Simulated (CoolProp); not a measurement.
A single-stage vapour-compression cycle with chlorine: evaporating at 264.15 K (dew point), condensing at 317.15 K (bubble point), superheat 0 K, subcooling 2 K, compressor efficiency 0.9, no pressure losses. Each further row changes one setting.

Values from CoolProp's reference Helmholtz-energy equation of state, Thol 2021.

| case | cooling COP | pressure ratio | discharge temperature (K) | refrigerating effect (kJ/kg) | volumetric capacity (kJ/m³) |
|---|---|---|---|---|---|
| as stated | 3.67 | 4.64 | 397.6 | 222 | 2050 |
| evaporating temperature 269.15 K | 4.21 | 3.90 | 387.3 | 223 | 2420 |
| condensing temperature 312.15 K | 4.13 | 4.11 | 385.4 | 227 | 2090 |
| subcooling 7 K | 3.75 | 4.64 | 397.6 | 227 | 2090 |
| superheat 10 K | 3.59 | 4.64 | 411.8 | 227 | 2000 |
| compressor efficiency 0.8 | 3.26 | 4.64 | 411.2 | 222 | 2050 |
